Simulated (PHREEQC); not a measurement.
Make-up at 20 °C: 82 mmol/kgw NaHCO3 and 0.0558 mmol/kgw NaOH. Closed to the air; pH follows from the charge balance.

Model: ion-association model, phreeqc.dat, run in PHREEQC.

Task: The ionic strength comes out as 0.0802 mol/kgw. What activity coefficients do Na+, NaCO3-, CO3-2, HCO3-, OH- get?

Result: Na+ 0.80, NaCO3- 0.80, CO3-2 0.41, HCO3- 0.80, OH- 0.78.

This is a speciation only: nothing precipitates in the calculation.
